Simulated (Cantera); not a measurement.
Charge: 1 mol PbO, a varied amount of CO, 0.18 mol N2, held at 1075 °C and 0.140 bar.

Method: chemical equilibrium by Gibbs-energy minimisation in Cantera with the NASA 1993 tables (ideal gas, pure condensed phases). Candidate condensed phases: C, Pb, PbO, PbO2, Pb3O4; 27 gas species. Each liquid is taken as pure. Mutual solubility and eutectic melting of coexisting phases are not modelled. Gases not in the tables: (PbO)n polymers. Rates play no part.

**Question.** Which condensed phases are stable at each of these points (n(CO) (mol)): 0.072, 0.12, 0.19, 0.31, 0.51, 0.84, 1.4, 2.2?

**Answer.** 
| n(CO) (mol) | condensed phases | Pb condensed (%) |
|---|---|---|
| 0.072 | Pb(l) + PbO(l) | 98.9 |
| 0.12 | Pb(l) + PbO(l) | 98.7 |
| 0.19 | Pb(l) + PbO(l) | 98.4 |
| 0.31 | Pb(l) + PbO(l) | 97.9 |
| 0.51 | Pb(l) + PbO(l) | 97.0 |
| 0.84 | Pb(l) + PbO(l) | 95.6 |
| 1.4 | Pb(l) | 94.4 |
| 2.2 | Pb(l) | 91.6 |

From 0.072 mol CO to 0.84 mol CO the condensed part is Pb(l) + PbO(l). From 1.4 mol CO to 2.2 mol CO the condensed part is Pb(l). The share of Pb in condensed phases is highest at 0.072 mol CO (98.9 %) and lowest at 2.2 mol CO (91.6 %).
